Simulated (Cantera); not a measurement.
An isothermal, constant-pressure homogeneous reactor starts with NH3 : N2 = 1 : 12 (molar parts), at 1675 K and 210 Torr. Integrator tolerance rtol = 1e-08.

Model: the gas-phase N/H chemistry of the illustrative SiF4/NH3 mechanism in the Surface Chemkin manual (1991), integrated in Cantera. Walls and surfaces, which speed up NH3 decomposition in real reactors, are not modelled.

**Question.** What does this change do: temperature 1675 to 1273 K?

**Answer.** 
| quantity | before | after |
|---|---|---|
| x(NH3) at 200 s | 0.000165 (gas-phase equilibrium 3.54e-7) | 0.0733 (gas-phase equilibrium 1.26e-6) |
| x(N2H2) at 200 s | 6.09e-12 (gas-phase equilibrium <1e-12) | 8.72e-9 (gas-phase equilibrium <1e-12) |
| x(H2) at 200 s | 0.107 (gas-phase equilibrium 0.107) | 0.00502 (gas-phase equilibrium 0.107) |
| x(N) at 200 s | 2.71e-9 (gas-phase equilibrium 5.96e-12) | 1.25e-10 (gas-phase equilibrium <1e-12) |
| x(N2H4) at 200 s | <1e-12 (gas-phase equilibrium <1e-12) | 5.93e-9 (gas-phase equilibrium <1e-12) |
| x(NH) at 200 s | 1.15e-8 (gas-phase equilibrium 2.51e-11) | 4.62e-9 (gas-phase equilibrium <1e-12) |
